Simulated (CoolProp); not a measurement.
A simple Rankine cycle with neopentane: condensing at 297.15 K, boiler at 1.12 MPa, turbine inlet 413.1 K, turbine efficiency 0.6, pump efficiency 0.7, no recuperator. Each further row changes one setting.

Computed with CoolProp (reference Helmholtz-energy equation of state, Lemmon 2006). It is a short technical equation, of lower accuracy than the large ones.

| case | thermal efficiency (%) | net work (kJ/kg) | heat in (kJ/kg) | turbine exit temperature (K) | volume ratio over the turbine |
|---|---|---|---|---|---|
| as stated | 8.8 | 45.0 | 511 | 381.5 | 7.19 |
| turbine inlet 433.1 K | … | 48.2 | 560 | 402.5 | 7.05 |
| condensing temperature 289.15 K | … | 51.4 | … | 378.0 | 9.35 |
| boiler pressure 0.784 MPa | 7.4 | 38.3 | … | 388.9 | 4.84 |
| turbine efficiency 0.5 | 7.3 | … | 511 | 385.2 | 7.27 |

**Question.** What belongs in the gaps?

**Answer.** 
- turbine inlet 433.1 K, thermal efficiency (%): 8.6
- condensing temperature 289.15 K, thermal efficiency (%): 9.7
- condensing temperature 289.15 K, heat in (kJ/kg): 529
- boiler pressure 0.784 MPa, heat in (kJ/kg): 520
- turbine efficiency 0.5, net work (kJ/kg): 37.1
